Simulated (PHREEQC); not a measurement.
Consider water at 25 °C with 0.0098 mol/kgw H2SO4 and 0.12 mol/kgw KCl. Closed to the air; pH follows from the charge balance.

Model: ion-association model, phreeqc.dat, run in PHREEQC.

Each row changes one thing in this solution. No solid was allowed to form.

| case | pH | ionic strength (mol/kgw) | SO4-2 (mol/kgw) | HSO4- (mol/kgw) | KSO4- (mol/kgw) | SI of Sylvite (KCl) |
|---|---|---|---|---|---|---|
| as made | 1.87 | 0.141 | 0.00534 | 0.00304 | 0.00142 | -3.01 |
| KCl from 0.12 to 0.06 mol/kgw | 1.87 | 0.0806 | 0.00539 | 0.00354 | 0.000872 | [?] |
| H2SO4 replaced by KHSO4 at the same molality | 2.18 | 0.142 | 0.00628 | 0.00173 | 0.00179 | -2.98 |
| H2SO4 from 0.0098 to 0.0049 mol/kgw | 2.14 | 0.131 | 0.00309 | 0.000960 | 0.000848 | [?] |
| KCl from 0.12 to 0.6 mol/kgw | 1.86 | 0.619 | 0.00474 | 0.00160 | 0.00346 | -1.74 |
| temperature from 25 to 35 °C | 1.88 | 0.140 | 0.00490 | 0.00338 | 0.00152 | -3.06 |

**Question.** Complete the blanks.

**Answer.** 
- KCl from 0.12 to 0.06 mol/kgw, SI of Sylvite (KCl): -3.56
- H2SO4 from 0.0098 to 0.0049 mol/kgw, SI of Sylvite (KCl): -3.00
